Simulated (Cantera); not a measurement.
Input: 1 mol MgO, 5.5 mol CH₄, 0.015 mol CO, equilibrated at 625 °C and 0.133 bar.

Method: chemical equilibrium by Gibbs-energy minimisation in Cantera with the NASA 1993 tables (ideal gas, pure condensed phases). Equilibrium is a limit: real reactors are often held back by kinetics, nucleation or transport.

| species | before | after |
|---|---|---|
| H₂ | 0.959 | 0.843 |
| CO | 0.00107 | 0.0779 |
| Mg | <1e-9 | 0.0764 |
| CH₄ | 0.0392 | 5.36e-5 |
| H | <1e-9 | 0.00197 |
| MgH | <1e-9 | 0.000372 |
| C₂H₂ (acetylene) | <1e-9 | 0.000317 |
| H₂O | 0.000345 | 1.58e-6 |
| C(graphite), mol | 5.09 | 4.49 |
| MgO(s), mol | 1.00 | 0 |
Gas species are given as mole fractions.

Q: What was changed between the two runs?
(A) pressure from 0.133 bar to 4.70 bar
(B) temperature from 625 °C to 1177 °C
(C) temperature from 625 °C to 1352 °C
(D) temperature from 625 °C to 1625 °C

A: D, temperature from 625 °C to 1625 °C. The tables' values for MgH are old estimates; treat these amounts as uncertain
